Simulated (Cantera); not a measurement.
Standard-state values (1 bar) from the NASA 1993 polynomials, evaluated with Cantera. Values are per mole of reaction as written; species without (g) are pure solids or liquids, kept so even where they would boil at 1 bar.

CuF2 + CF2(g) = Cu + CF4(g)

```json
[
 {"T (K)": "1348", "ΔH° (kJ)": "[?]", "ΔS° (J/K)": "[?]", "ΔG° (kJ)": "[?]", "log10 K": "[?]", "condensed phases": "CuF2(l), Cu(s)"},
 {"T (K)": "1423", "ΔH° (kJ)": "[?]", "ΔS° (J/K)": "[?]", "ΔG° (kJ)": "[?]", "log10 K": "[?]", "condensed phases": "CuF2(l), Cu(l)"},
 {"T (K)": "1498", "ΔH° (kJ)": "[?]", "ΔS° (J/K)": "[?]", "ΔG° (kJ)": "[?]", "log10 K": "[?]", "condensed phases": "CuF2(l), Cu(l)"},
 {"T (K)": "1573", "ΔH° (kJ)": "-278.7", "ΔS° (J/K)": "-94.8", "ΔG° (kJ)": "-129.6", "log10 K": "4.30", "condensed phases": "CuF2(l), Cu(l)"},
 {"T (K)": "1648", "ΔH° (kJ)": "[?]", "ΔS° (J/K)": "[?]", "ΔG° (kJ)": "[?]", "log10 K": "[?]", "condensed phases": "CuF2(l), Cu(l)"},
 {"T (K)": "1723", "ΔH° (kJ)": "-281.7", "ΔS° (J/K)": "-96.6", "ΔG° (kJ)": "-115.3", "log10 K": "3.49", "condensed phases": "CuF2(l), Cu(l)"}
]
```

Task: Complete the blanks.

Result: 
- 1348, ΔH° (kJ): -287.2
- 1348, ΔS° (J/K): -101.3
- 1348, ΔG° (kJ): -150.7
- 1348, log10 K: 5.84
- 1423, ΔH° (kJ): -275.6
- 1423, ΔS° (J/K): -92.7
- 1423, ΔG° (kJ): -143.7
- 1423, log10 K: 5.27
- 1498, ΔH° (kJ): -277.2
- 1498, ΔS° (J/K): -93.8
- 1498, ΔG° (kJ): -136.7
- 1498, log10 K: 4.77
- 1648, ΔH° (kJ): -280.2
- 1648, ΔS° (J/K): -95.7
- 1648, ΔG° (kJ): -122.5
- 1648, log10 K: 3.88
